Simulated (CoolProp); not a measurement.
R1123 along the isotherm -13.05 °C: fugacity coefficient from the reference equation and from simpler models built on Tc = 58.6 °C, pc = 45.49 bar, ω = 0.243; each cubic takes its own stable root.

Model: reference Helmholtz-energy equation of state, Akasaka 2020, in CoolProp.

```
p (bar)   phase  reference  van der Waals  Peng-Robinson
-------  ------  ---------  -------------  -------------
2.27        gas     0.9609         0.9737         0.9616
4.55        gas     0.9218         0.9474         0.9233
6.82        gas     0.8827         0.9211         0.8855
9.1      liquid     0.7019         0.8947         0.7026
11.4     liquid     0.5645         0.8679         0.5649
13.6     liquid     0.4765         0.8420         0.4769
15.9     liquid     0.4106         0.8139         0.4108
18.2     liquid     0.3614         0.7198         0.3615
20.5     liquid     0.3232         0.6469         0.3233
22.7     liquid     0.2939         0.5910         0.2940
```

At some of these states van der Waals gives the other phase, because its saturation line lies elsewhere.
